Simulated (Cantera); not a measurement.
Charge: 1 mol MgO, 0.59 mol Cl2, 4.2 mol H2, equilibrated at 0.110 bar.

Method: chemical equilibrium by Gibbs-energy minimisation in Cantera with the NASA 1993 tables (ideal gas, pure condensed phases). Candidate condensed phases: H2O, Mg, MgCl2, MgO, Mg(OH)2; 22 gas species. Equilibrium is a limit: real reactors are often held back by kinetics, nucleation or transport. All values below are at 1425 K.

Base state: H2 0.754, HCl 0.222, H2O 0.0124, MgCl2 0.0124, H 1.79e-5 (mole fractions); condensed: MgO(s).

Task: What changes in the equilibrium state with this change: Cl2 from 0.59 to 0.016 mol?

Result: 
```json
[
 {"species": "H2", "before": "0.754", "after": "0.992"},
 {"species": "HCl", "before": "0.222", "after": "0.00683"},
 {"species": "H2O", "before": "0.0124", "after": "0.000383"},
 {"species": "MgCl2", "before": "0.0124", "after": "0.000380"},
 {"species": "H", "before": "1.79e-5", "after": "2.05e-5"},
 {"species": "MgO(s), mol", "before": "0.941", "after": "0.998"}
]
```
